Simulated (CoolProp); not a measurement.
Vapour-liquid equilibrium of R22 (1) + R123 (2) at 0.00518 MPa; x and y are mole fractions of (1).

Computed with CoolProp (multi-fluid Helmholtz-energy mixture model, Kamei 1995 and Younglove 1994; pair parameters Bell 2016).

Question: Give the bubble temperature and the first vapour's composition at x = 0.45, 0.75, 0.95. Is there an azeotrope?

Answer: x = 0.45: -79.9 °C, y = 0.987; x = 0.75: -85.9 °C, y = 0.996; x = 0.95: -88.5 °C, y = 0.999. No azeotrope shows between x = 0.05 and 0.95.

Pair parameters are fitted to limited data, so mixtures are less certain than the pure fluids. The gap from Raoult's law changes sign with composition, which may be real or a fault of the pair parameters; it wasn't checked against measurements.
